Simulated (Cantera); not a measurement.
Feed: 1 mol Si, 0.34 mol H2, 2.5 mol HCl, held at 12.0 bar.

These are equilibrium values from Cantera (NASA tables, ideal gas, pure condensed phases), not measurements of a reactor. Candidate condensed phases: Si; 19 gas species. The tables' values for SiCl3 are old estimates; treat these amounts as uncertain. The numbers say what is thermodynamically allowed, not how fast it happens. All values below are at 1225 K.

Base state: H2 0.648, SiCl4 0.175, SiHCl3 0.125, HCl 0.0284, SiH2Cl2 0.0119, SiCl3 0.00820, SiCl2 0.00303, SiH3Cl 0.000312 (mole fractions); condensed: Si(s).

Problem. What changes in the equilibrium state with this change: HCl from 2.5 to 4.2 mol?

Solution. 
```json
[
 {"species": "H2", "before": "0.648", "after": "0.613"},
 {"species": "SiCl4", "before": "0.175", "after": "0.235"},
 {"species": "HCl", "before": "0.0284", "after": "0.105"},
 {"species": "SiHCl3", "before": "0.125", "after": "0.0429"},
 {"species": "SiH2Cl2", "before": "0.0119", "after": "0.00104"},
 {"species": "SiH3Cl", "before": "0.000312", "after": "7.01e-6"},
 {"species": "SiCl2", "before": "0.00303", "after": "0.000282"},
 {"species": "Si(s), mol", "before": "0.302", "after": "0"}
]
```
